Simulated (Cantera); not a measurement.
What does this Cantera script print?

```python
import numpy as np
import cantera as ct

gas_names = [...]  # 109 gases of nasa_gas.yaml made of C, Cl, H, Si
cond_names = """
    C(gr) C6H6(L) C7H8(L) C8H18(L),n-octa Si(cr) Si(L) SiC(b)
""".split()


# ... load() reads the species with a 1 bar reference pressure and builds the phases ...
atoms = {
    '(CH3)2SiCl2': {'C': 2, 'H': 6, 'Si': 1, 'CL': 2},
    'H2': {'H': 2},
}
top_T = {'C(gr)': 4500, 'SiC(b)': 3050}  # K; cautious upper limits of use, not melting points


# ... equilibrate(T, P, feed) seeds the gas with the atoms and calls Mixture.equilibrate('TP', solver="vcs", rtol=1e-11, max_steps=5000) ...
results = []
feed = {'(CH3)2SiCl2': 1, 'H2': 1000}  # mol
P = 14000  # Pa
for T in [1900, 1950, 2000, 2050, 2100, 2150, 2200, 2250, 2300]:
    mix = equilibrate(T, P, feed)
    results.append((T, P, feed, dict(zip(mix.species_names, mix.species_moles))))

top = {s: max(r[3][s] / sum(r[3][g] for g in gas_names) for r in results) for s in gas_names}
cols = sorted((s for s in top if top[s] > 1e-05), key=lambda s: -top[s])[:6]
seen = [c for c in cond_names if any(r[3].get(c, 0) > 1e-12 for r in results)]
print("log10 of partial pressures in bar; condensed amounts in mol")
print(f"{'T/K':>10s}" + "".join(f"{s[:9]:>10s}" for s in cols + seen))
for T, P, feed, n in results:
    ng = sum(n[g] for g in gas_names)
    print(f"{T:10.4g}" + "".join(f"{np.log10(max(n[s] / ng * P / 1e5, 1e-99)):10.3f}" for s in cols)
          + "".join(f"{n.get(c, 0):10.4g}" for c in seen))
```

Result:

```
log10 of partial pressures in bar; condensed amounts in mol
       T/K        H2         H       HCL C2H2,acet        Si       SiH     C(gr)    SiC(b)
      1900    -0.856    -3.528    -3.556    -4.274    -6.329    -6.819    0.1598    0.9926
      1950    -0.856    -3.369    -3.556    -4.181    -5.935    -6.480         0    0.9841
      2000    -0.857    -3.217    -3.557    -4.165    -5.525    -6.122         0    0.9629
      2050    -0.858    -3.073    -3.558    -4.142    -5.139    -5.786         0    0.9162
      2100    -0.859    -2.936    -3.560    -4.103    -4.781    -5.476         0    0.8181
      2150    -0.860    -2.805    -3.562    -4.039    -4.453    -5.194         0    0.6254
      2200    -0.862    -2.680    -3.564    -3.946    -4.156    -4.941         0    0.2726
      2250    -0.864    -2.561    -3.567    -3.885    -4.001    -4.829         0         0
      2300    -0.867    -2.448    -3.570    -3.883    -3.978    -4.846         0         0
```

Equilibrium computed with Cantera from the NASA thermochemical tables; the gas is ideal and each condensed phase is pure. The feed counts by its element totals alone. Gases not in the tables: Si2H6 and higher silanes.
